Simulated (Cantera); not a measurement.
# BCl3 + H2 (boron, boron nitride and boron oxide)

Charge: 1 mol BCl3, 3.2 mol H2, at 477 °C and 0.100 bar.

Equilibrium computed with Cantera from the NASA thermochemical tables; the gas is ideal and each condensed phase is pure. Candidate condensed phases: B; 13 gas species. Gases not in the tables: BHCl2. Kinetics and transport are ignored.

```yaml
x(H2): 0.749
x(BCl3): 0.230
x(HCl): 0.0207
n(B(s)): 0.0290 mol
gas_amount: 4.215 mol
```
